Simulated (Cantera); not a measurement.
## Ignition delay

Mixture: 14.7 % CH4, 16.4 % O2, 68.9 % N2, equivalence ratio 1.8, at 5.00 bar, adiabatic and at constant pressure. Ignition delay is the time to a rise of 400 K.

Computed with Cantera and GRI-Mech 3.0 (53 species, 325 reactions).

```json
[
 {"T0 (K)": "1100", "delay (ms)": "59.2"},
 {"T0 (K)": "1200", "delay (ms)": "15.2"},
 {"T0 (K)": "1300", "delay (ms)": "4.43"},
 {"T0 (K)": "1400", "delay (ms)": "1.42"},
 {"T0 (K)": "1500", "delay (ms)": "0.489"},
 {"T0 (K)": "1600", "delay (ms)": "0.183"},
 {"T0 (K)": "1700", "delay (ms)": "0.0751"}
]
```

| Item | Result |
|---|---|
| apparent activation energy between 1500 and 1700 K | 200 kJ/mol |
